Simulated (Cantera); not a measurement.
Feed: 1 mol Si, 0.69 mol N₂O, 290 mol N₂, 0.0024 mol H₂O, at 0.0170 bar.

Equilibrium computed with Cantera from the NASA thermochemical tables; the gas is ideal and each condensed phase is pure. Candidate condensed phases: H₂O, Si, SiO₂, Si₂N₂O, Si₃N₄; 35 gas species. Kinetics and transport are ignored.

Which condensed phases are stable at each of these points (T (K)): 1675, 1725, 1775, 1825, 1875, 1925, 1975, 2025, 2075?


```csv
T (K),condensed phases,Si condensed (%)
1675,Si₂N₂O(s),61.3
1725,Si₃N₄(s),30.2
1775,Si₃N₄(s),28.6
1825,Si₃N₄(s),22.8
1875,Si(l),12.0
1925,gas only,0.0
1975,gas only,0.0
2025,gas only,0.0
2075,gas only,0.0
```

At 1675 K the condensed part is Si₂N₂O(s). From 1725 K to 1825 K the condensed part is Si₃N₄(s). At 1875 K the condensed part is Si(l). From 1925 K to 2075 K nothing is condensed.
